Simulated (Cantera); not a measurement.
A perfectly stirred reactor is fed with 58.1 % CH4, 41.9 % CO2, at 22500 Torr; it is held at 2198 K, and followed from long to short residence time.

Model: GRI-Mech 3.0 (53 species, 325 reactions), integrated in Cantera. The pressure lies above the range GRI-Mech 3.0 was tuned for (to about 10 atm).

One state of this run: x CH4 = 0.0118; x CO2 = 0.000553; x CO = 0.421; x O = 4.58e-10; x C2H6 = 5.48e-6; x H = 0.000742. x: mole fraction; the columns are a selection and need not sum to one.

Task: Which value of τ (s) does it belong to?
(A) 0.33
(B) 0.10
(C) 0.0032
(D) 0.59

Result: B, 0.10
